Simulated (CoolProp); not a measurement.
Vapour-liquid equilibrium of R134a (1) + R124 (2) at 0.243 MPa; x and y are mole fractions of (1).

Model: multi-fluid Helmholtz-energy mixture model, Tillner-Roth 1994 and de Vries 1995; pair parameters Bell 2016, in CoolProp.

```
x     bubble temperature (K)  y at the bubble point  dew temperature at overall composition x (K)  liquid density (mol/L)
----  ----------------------  ---------------------  --------------------------------------------  ----------------------
0.05                   282.8                  0.091                                         283.5                   10.39
0.2                    279.1                  0.317                                         281.1                   10.74
0.35                   276.2                  0.492                                         278.6                   11.09
0.5                    273.7                  0.633                                         276.0                   11.46
0.65                   271.7                  0.753                                         273.5                   11.85
0.8                    270.0                  0.861                                         271.0                   12.26
0.95                   268.6                  0.965                                         268.8                   12.70
```

No azeotrope shows between x = 0.05 and 0.95.

Pair parameters are fitted to limited data, so mixtures are less certain than the pure fluids.
